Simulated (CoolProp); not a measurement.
R1233zd(E) along the isotherm 176.85 °C: fugacity coefficient from the reference equation and from simpler models built on Tc = 165.7 °C, pc = 3.583 MPa, ω = 0.304; each cubic takes its own stable root.

Model: reference Helmholtz-energy equation of state, Akasaka 2022, in CoolProp.

```
p (MPa)  phase  reference  van der Waals  Soave-Redlich-Kwong  Peng-Robinson
-------  -----  ---------  -------------  -------------------  -------------
0.224      gas     0.9797         0.9826               0.9805         0.9782
0.448      gas     0.9595         0.9652                  [?]         0.9568
0.672      gas        [?]         0.9478               0.9421         0.9355
0.896      gas     0.9197         0.9305               0.9230            [?]
1.12       gas     0.9000            [?]               0.9041            [?]
1.34       gas     0.8808         0.8963               0.8857         0.8737
1.57       gas     0.8609         0.8785               0.8665         0.8528
1.79       gas     0.8419         0.8615               0.8483         0.8330
```

Q: Complete the blanks.

A: 
- 0.448, Soave-Redlich-Kwong: 0.9612
- 0.672, reference: 0.9395
- 0.896, Peng-Robinson: 0.9146
- 1.12, van der Waals: 0.9132
- 1.12, Peng-Robinson: 0.8938
